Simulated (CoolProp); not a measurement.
A closed Brayton cycle with carbon dioxide: compressor inlet 310.15 K and 8.4 MPa, high pressure 20.1 MPa, turbine inlet 950 K, compressor efficiency 0.8, turbine efficiency 0.85, recuperator effectiveness 0.8 (on enthalpy, no pinch check). Each further row changes one setting.

Values from CoolProp's reference Helmholtz-energy equation of state, Span 1996.

| case | thermal efficiency (%) | net work (kJ/kg) | compressor to turbine work | compressor exit (K) | turbine exit (K) |
|---|---|---|---|---|---|
| as stated | 28.2 | 101 | 0.21 | 351.4 | 841.7 |
| turbine inlet 900 K | (withheld) | 93.5 | 0.22 | 351.4 | 795.4 |
| compressor inlet 320.15 K | (withheld) | (withheld) | 0.33 | (withheld) | 841.7 |
| high pressure 17.1 MPa | (withheld) | 84.5 | 0.19 | (withheld) | 861.2 |
| recuperator effectiveness 0.5 | 18.9 | 101 | 0.21 | 351.4 | 841.7 |

Problem. What belongs in the gaps?

Solution. 
- turbine inlet 900 K, thermal efficiency (%): 27.6
- compressor inlet 320.15 K, thermal efficiency (%): 27.5
- compressor inlet 320.15 K, net work (kJ/kg): 85.2
- compressor inlet 320.15 K, compressor exit (K): 389.1
- high pressure 17.1 MPa, thermal efficiency (%): 25.2
- high pressure 17.1 MPa, compressor exit (K): 343.4
